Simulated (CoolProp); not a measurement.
Properties of nitrogen along the isobar 1.71 MPa.

The numbers come from the reference Helmholtz-energy equation of state, Span 2000 in CoolProp.

| T (°C) | phase | Z | viscosity (µPa s) | fugacity coefficient |
|---|---|---|---|---|
| -198.15 | liquid | 0.09362 | 181 | 0.04700 |
| -169.85 | liquid | 0.08272 | 70.4 | 0.4884 |
| -141.55 | gas | 0.8345 | 9.79 | 0.8560 |
| -113.25 | gas | 0.9174 | 11.2 | 0.9218 |
| -84.95 | gas | 0.9544 | 12.7 | 0.9552 |
| -56.65 | gas | 0.9742 | 14.2 | 0.9740 |
| -28.35 | gas | 0.9858 | 15.5 | 0.9854 |
| -0.05 | gas | 0.9930 | 16.9 | 0.9927 |

Viscosity comes from a separate model (Lemmon 2004).
